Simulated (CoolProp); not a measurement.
Properties of methane along the isotherm 207.5 K.

Model: reference Helmholtz-energy equation of state, Setzmann 1991, in CoolProp.

```tsv
p (MPa)	phase	density (kg/m³)	speed of sound (m/s)
0.177	gas	1.663	376.0
0.354	gas	3.360	373.9
0.531	gas	5.093	371.8
0.708	gas	6.864	369.6
0.884	gas	8.665	367.5
1.06	gas	10.51	365.3
1.24	gas	12.44	363.1
1.42	gas	14.42	360.8
1.59	gas	16.34	358.7
1.77	gas	18.42	356.4
1.95	gas	20.57	354.1
2.12	gas	22.65	351.9
2.3	gas	24.92	349.6
```
